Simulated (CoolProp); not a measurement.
The fluid at 293.15 K and 0.837 MPa flows at 13 m/s in a round tube of 100 mm bore and 1.5 µm roughness, fully developed (64/Re and Nu = 3.66 if laminar; Colebrook and Gnielinski if turbulent). The same conditions are run with several fluids, on thermodynamics alone (safety and materials aside).

Model: reference Helmholtz-energy equation of state of each fluid (normal hydrogen: Leachman 2009; R410A: Lemmon 2003; carbon dioxide: Span 1996; nitrogen: Span 2000; ethane: Bücker 2006), in CoolProp. Blends and air are pseudo-pure fits.

Task: Rank normal hydrogen, R410A, carbon dioxide, nitrogen, ethane by Reynolds number, highest first.

Result: R410A (2870000), ethane (1530000), carbon dioxide (1400000), nitrogen (709000), normal hydrogen (102000)

| fluid | Darcy friction factor | pressure drop (Pa/m) | heat-transfer coefficient (W/(m² K)) | mass flow (kg/h) |
|---|---|---|---|---|
| normal hydrogen | 0.0180 | 10.5 | 330 | 253 |
| R410A | 0.0104 | 251 | 495 | 10500 |
| carbon dioxide | 0.0114 | 153 | 285 | 5820 |
| nitrogen | 0.0126 | 103 | 231 | 3540 |
| ethane | 0.0113 | 106 | 399 | 4080 |

Transport values come from each fluid's own correlations.
